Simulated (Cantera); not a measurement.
# Ignition delay

Mixture: 4.26 % C₃H₈, 13.3 % O₂, 80.1 % N₂, 2.39 % H₂, at 900 Torr, adiabatic and at constant pressure. Ignition delay is the time to a rise of 400 K.

Cantera simulation using GRI-Mech 3.0 (53 species, 325 reactions); the numbers are that mechanism's predictions, not measurements. GRI-Mech 3.0 was tuned for natural gas; its chemistry of propane as a main component is partial and can be far from experiment.

```csv
T0 (K),delay (ms)
1000,185
1100,36.2
1200,5.71
1300,1.06
1400,0.269
1500,0.0940
```

| Item | Value |
|---|---|
| apparent activation energy between 1300 and 1500 K | 200 kJ/mol |
